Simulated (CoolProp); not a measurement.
Computed with CoolProp (reference Helmholtz-energy equation of state, Thol 2015).

Task: Give the vapour pressure (bar), liquid density (kg/m³), vapour density (kg/m³), enthalpy of vaporisation (kJ/kg) of saturated octamethylcyclotetrasiloxane (D4) at 392.2, 398.5, 436.2 K.

Result: 
```csv
T (K),p (bar),liquid density (kg/m³),vapour density (kg/m³),enthalpy of vaporisation (kJ/kg)
392.2,0.182,840,1.69,152
398.5,0.228,832,2.09,150
436.2,0.725,783,6.31,136
```
